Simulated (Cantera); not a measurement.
Cantera run:

```python
import numpy as np
import cantera as ct

gas_names = """
    CL CLO CL2 H HCL HNO HNO2 HNO3 HOCL HO2 H2 H2O H2O2 N NH NH2 NH3 NH2OH NO NO2 NO3 N2 N2H2 N2H4 N2O O
    OH O2 O3 Si SiCL SiCL2 SiCL3 SiCL4 SiH SiHCL3 SiH2 SiH2CL2 SiH3 SiH3CL SiH4 SiN SiO SiO2 Si2 Si2N
    Si3
""".split()
cond_names = """
    H2O(s) H2O(L) NH4CL(a) NH4CL(b) Si(cr) Si(L) SiO2(Lqz) SiO2(hqz) SiO2(L) Si2N2O(s) Si3N4(a)
""".split()


def load(file, names, dense=False):
    # The tables refer to 1 bar. Condensed volumes are neglected.
    table = {s.name: s for s in ct.Species.list_from_file(file)}
    out = []
    for n in names:
        d = dict(table[n].input_data)
        d["thermo"] = dict(d["thermo"], **{"reference-pressure": 1e5})
        if dense:
            d["equation-of-state"] = {"model": "constant-volume", "density": "1e6 g/cm^3"}
        out.append(ct.Species.from_dict(d))
    return out


gas = ct.Solution(thermo="ideal-gas", species=load("nasa_gas.yaml", gas_names))
cond = {s.name: ct.Solution(thermo="fixed-stoichiometry", species=[s], name=s.name)
        for s in load("nasa_condensed.yaml", cond_names, dense=True)}
atoms = {
    'SiCl4': {'Si': 1, 'CL': 4},
    'N2O': {'N': 2, 'O': 1},
    'H2': {'H': 2},
    'NO': {'N': 1, 'O': 1},
}
top_T = {'Si2N2O(s)': 2100, 'Si3N4(a)': 2400}  # K; cautious upper limits of use, not melting points


def equilibrate(T, P, feed):
    n = {}
    for name, mol in feed.items():
        for a, k in atoms[name].items():
            n[a] = n.get(a, 0.0) + k * mol
    gas.TPX = T, P, n
    mass = sum(n.values()) * gas.mean_molecular_weight
    gas.equilibrate("TP")
    valid = [c for c in cond.values() if c.min_temp <= T <= top_T.get(c.name, c.max_temp)]
    mix = ct.Mixture([(gas, mass / gas.mean_molecular_weight)] + [(c, 0.0) for c in valid])
    mix.T, mix.P = T, P
    mix.equilibrate("TP", solver="vcs", rtol=1e-11, max_steps=5000)
    return mix


results = []
feed = {'SiCl4': 1, 'N2O': 21, 'H2': 0.18, 'NO': 12}  # mol
P = 100000  # Pa
for T in [1450, 1500, 1550, 1600, 1650, 1700, 1750, 1800, 1850, 1900, 1950, 2000]:
    mix = equilibrate(T, P, feed)
    results.append((T, P, feed, dict(zip(mix.species_names, mix.species_moles))))

top = {s: max(r[3][s] / sum(r[3][g] for g in gas_names) for r in results) for s in gas_names}
cols = sorted((s for s in top if top[s] > 0.0001), key=lambda s: -top[s])[:8]
seen = [c for c in cond_names if any(r[3].get(c, 0) > 1e-12 for r in results)]
print("log10 of partial pressures in bar; condensed amounts in mol")
print(f"{'T/K':>10s}" + "".join(f"{s[:9]:>10s}" for s in cols + seen))
for T, P, feed, n in results:
    ng = sum(n[g] for g in gas_names)
    print(f"{T:10.4g}" + "".join(f"{np.log10(max(n[s] / ng * P / 1e5, 1e-99)):10.3f}" for s in cols)
          + "".join(f"{n.get(c, 0):10.4g}" for c in seen))
```

Output:

```
log10 of partial pressures in bar; condensed amounts in mol
       T/K        N2        O2        CL       CL2        NO       HCL       CLO         O SiO2(hqz)   SiO2(L)
      1450    -0.221    -0.462    -2.103    -1.436    -2.973    -2.100    -3.915    -5.928         1         0
      1500    -0.222    -0.463    -1.961    -1.456    -2.864    -2.100    -3.802    -5.624         1         0
      1550    -0.223    -0.464    -1.833    -1.481    -2.762    -2.100    -3.701    -5.339         1         0
      1600    -0.224    -0.466    -1.716    -1.514    -2.667    -2.101    -3.610    -5.071         1         0
      1650    -0.225    -0.467    -1.611    -1.555    -2.578    -2.102    -3.530    -4.820         1         0
      1700    -0.227    -0.469    -1.519    -1.605    -2.494    -2.104    -3.461    -4.584         0         1
      1750    -0.228    -0.471    -1.438    -1.666    -2.416    -2.105    -3.403    -4.361         0         1
      1800    -0.230    -0.472    -1.369    -1.737    -2.342    -2.107    -3.355    -4.151         0         1
      1850    -0.231    -0.474    -1.311    -1.821    -2.272    -2.109    -3.317    -3.952         0         1
      1900    -0.233    -0.476    -1.264    -1.914    -2.206    -2.111    -3.289    -3.763         0         1
      1950    -0.235    -0.478    -1.226    -2.018    -2.143    -2.113    -3.270    -3.585         0         1
      2000    -0.236    -0.480    -1.197    -2.129    -2.083    -2.115    -3.258    -3.414         0         1
```

Equilibrium computed with Cantera from the NASA thermochemical tables; the gas is ideal and each condensed phase is pure. The tables hold silica as quartz up to 1696 K and as liquid above; real silica turns to tridymite and cristobalite and melts near 1996 K.
